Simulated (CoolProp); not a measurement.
Model: reference Helmholtz-energy equation of state, Gao 2022, in CoolProp.

**Question.** For n-perfluorohexane, give the phase and the density (kg/m³), Joule-Thomson coefficient (K/MPa), isothermal compressibility (1/MPa), expansivity (1/kK) at 58.55 °C and 5.73 MPa; 159.95 °C and 5.73 MPa.

**Answer.** 
- 58.55 °C and 5.73 MPa: liquid; density 1610, Joule-Thomson coefficient -0.239, isothermal compressibility 0.00339, expansivity 1.76
- 159.95 °C and 5.73 MPa: liquid; density 1270, Joule-Thomson coefficient 0.265, isothermal compressibility 0.0173, expansivity 3.26
